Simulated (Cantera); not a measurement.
A perfectly stirred reactor is fed with CH4 : CO2 = 1 : 0.33 (molar parts), at 43000 Pa; it is held at 2148 K, and followed from long to short residence time.

Cantera simulation using GRI-Mech 3.0 (53 species, 325 reactions); the numbers are that mechanism's predictions, not measurements. GRI-Mech 3.0 stops at C3 and has no aromatics, soot or wall deposition, so with more carbon than oxygen in the feed, carbon stays in small species such as C2H2 where larger ones or solid carbon would form.

Problem. What does this change do: pressure from 43000 Pa to 12000 Pa?

Solution. 
| quantity | before | after |
|---|---|---|
| x(CH4) at τ = 28.0 s | 0.000612 | 0.000333 |
| x(CO2) at τ = 28.0 s | 3.07e-6 | 4.97e-6 |
| x(O) at τ = 28.0 s | 7.06e-11 | 3.68e-10 |
| x(HO2) at τ = 28.0 s | <1e-12 | <1e-12 |
| x(CH2O) at τ = 28.0 s | 2.67e-8 | 7.52e-9 |
| x(CH4) at τ = 37.0 ms | 0.0105 | 0.0140 |
| x(CO2) at τ = 37.0 ms | 0.00207 | 0.00442 |
| x(O) at τ = 37.0 ms | 3.35e-8 | 1.09e-7 |
| x(HO2) at τ = 37.0 ms | <1e-12 | 3.49e-12 |
| x(CH2O) at τ = 37.0 ms | 6.11e-7 | 2.11e-6 |
